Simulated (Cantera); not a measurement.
Abatement and gas-phase synthesis: HCl + H2

Feed: 1 mol HCl, 6 mol H2, equilibrated at 0.560 bar.

These are equilibrium values from Cantera (NASA tables, ideal gas, pure condensed phases), not measurements of a reactor. Ions and electrons are included (thermal ionisation). The numbers say what is thermodynamically allowed, not how fast it happens.

```tsv
T (K)	log p H	log p H2	log p HCl	log p Cl	log p e-	log p Cl+	log p Cl2	log p H+
3000	-1.01	-0.41	-1.21	-1.97	-10.94	-10.13	-5.91	-10.69
3250	-0.74	-0.50	-1.32	-1.74	-9.80	-9.28	-5.78	-9.73
3500	-0.55	-0.65	-1.50	-1.58	-8.83	-8.57	-5.76	-8.92
3750	-0.43	-0.86	-1.73	-1.49	-8.02	-7.96	-5.83	-8.23
4000	-0.36	-1.12	-2.02	-1.44	-7.35	-7.43	-5.96	-7.62
4250	-0.32	-1.40	-2.31	-1.42	-6.78	-6.95	-6.11	-7.08
4500	-0.30	-1.68	-2.60	-1.41	-6.29	-6.51	-6.27	-6.59
4750	-0.29	-1.95	-2.87	-1.40	-5.85	-6.12	-6.41	-6.16
5000	-0.29	-2.20	-3.11	-1.40	-5.47	-5.75	-6.55	-5.76
```
log p: log10 of the partial pressure in bar; nothing condenses.

From 3000 K to 5000 K nothing is condensed.
